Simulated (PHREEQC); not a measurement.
Brackish or sea water: speciation

A made-up water analysis in mg/kgw, 20 °C, pH 7.41: Na 1320; K 3000; Ca 288; Mg 126; Cl 3920; S(6) as SO4 2130; Alkalinity as HCO3 12.4.

Cl is adjusted to close the charge balance.
Valence states are taken as typed.

All values are PHREEQC results (Pitzer model, pitzer.dat), not measurements.

No solid was allowed to form.

Problem. Predict the specific conductance, osmotic coefficient.

Solution. specific conductance 14900 µS/cm; osmotic coefficient 0.880.

Problem. In which forms is C present?

Solution. HCO3- 93 %, CO2 6.3 % of the C.
